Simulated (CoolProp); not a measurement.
A single-stage vapour-compression cycle with chlorine: evaporating at 277.15 K (dew point), condensing at 316.15 K (bubble point), superheat 5 K, subcooling 5 K, compressor efficiency 0.65, no pressure losses. Each further row changes one setting.

Values from CoolProp's reference Helmholtz-energy equation of state, Thol 2021.

| case | cooling COP | pressure ratio | discharge temperature (K) | refrigerating effect (kJ/kg) | volumetric capacity (kJ/m³) |
|---|---|---|---|---|---|
| as stated | 3.99 | 2.93 | 405.0 | 232 | 3150 |
| evaporating temperature 282.15 K | (withheld) | (withheld) | 391.6 | (withheld) | 3670 |
| condensing temperature 311.15 K | (withheld) | 2.59 | (withheld) | 237 | 3220 |
| subcooling 10 K | (withheld) | 2.93 | 405.0 | 237 | 3220 |
| superheat 15 K | (withheld) | 2.93 | (withheld) | 238 | 3090 |
| compressor efficiency 0.55 | 3.38 | 2.93 | 424.3 | 232 | 3150 |

Question: What belongs in the gaps?

Answer: 
- evaporating temperature 282.15 K, cooling COP: 4.75
- evaporating temperature 282.15 K, pressure ratio: 2.51
- evaporating temperature 282.15 K, refrigerating effect (kJ/kg): 234
- condensing temperature 311.15 K, cooling COP: 4.67
- condensing temperature 311.15 K, discharge temperature (K): 389.7
- subcooling 10 K, cooling COP: 4.08
- superheat 15 K, cooling COP: 3.92
- superheat 15 K, discharge temperature (K): 419.4
